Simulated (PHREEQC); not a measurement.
Dissolve 0.00036 mol/kgw H3AsO4, 0.0015 mol/kgw NaOH and 0.0082 mol/kgw FeCl3 at 60 °C. Closed to the air; pH follows from the charge balance.

Equilibrium calculation in PHREEQC: ion-association model, wateq4f.dat.

No solid was allowed to form.

**Question.** Estimate the pH.

**Answer.** pH 2.32.

**Question.** In which forms is As present?

**Answer.** H3AsO4 52 %, H2AsO4- 48 % of the As.

The solution is supersaturated, for example in Hematite (slow to form), Goethite (slow to form), so a real one may precipitate; this is no full list. The database's scorodite may be far more soluble than the real mineral, and it has no iron arsenate complexes; the constant wasn't checked at its source. At this temperature some constants are extrapolated from 25 °C, and those without enthalpy data are left unchanged.
